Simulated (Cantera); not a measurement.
A freely propagating, adiabatic, planar premixed flame of 8.90 % CH4, 19.1 % O2, 72.0 % N2, equivalence ratio 0.93, unburnt at 550 K and 0.340 bar; mixture-averaged transport, grid criteria slope 0.08 and curve 0.16, no radiation.

Model: GRI-Mech 3.0 (53 species, 325 reactions), integrated in Cantera. Burning velocities carry a grid error of a few per cent, more on coarse grids.

Q: Predict: laminar burning velocity; thermal thickness; peak x(OH); peak x(HO2); peak x(CH2CO); peak x(C2H).

A: 
| Property | Result |
|---|---|
| laminar burning velocity | 137 cm/s |
| thermal thickness | 0.878 mm |
| peak x(OH) | 0.0107 |
| peak x(HO2) | 0.000166 |
| peak x(CH2CO) | 8.67e-5 |
| peak x(C2H) | 1.77e-7 |
